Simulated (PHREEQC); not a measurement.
Buffer with nickel, zinc or cadmium bath: speciation

Solution A (0.014 mol H3PO4 and 0.00013 mol Na2B4O7 per kg of water) is mixed with solution B (69 mmol/kgw Ni(NO3)2, 81 mmol/kgw NaCl and 6.4 mmol/kgw NiCl2) at 72 °C; shares are by mass of water, 1 kg in all. Oxygen is held at 0.21 atm. No CO2 enters from the air. Solids allowed: Ni(OH)2, Ni3(PO4)2, Halite. Others were left out.

The numbers come from PHREEQC with the ion-association model, wateq4f.dat.

### Question
Predict pH, H3PO4 (mol/kgw), H2PO4- (mol/kgw) at share of solution B = 0.2, 0.6.

### Answer
```tsv
share of solution B	pH	H3PO4 (mol/kgw)	H2PO4- (mol/kgw)
0.2	2.32	0.00527	0.00593
0.6	2.54	0.00183	0.00377
```

Species that the database lacks are ignored. H3PO4, which wateq4f.dat lacks, is added to it with the constant of phreeqc.dat. At this temperature some constants are extrapolated from 25 °C, and those without enthalpy data are left unchanged. The database has no phosphate complexes of Ni.
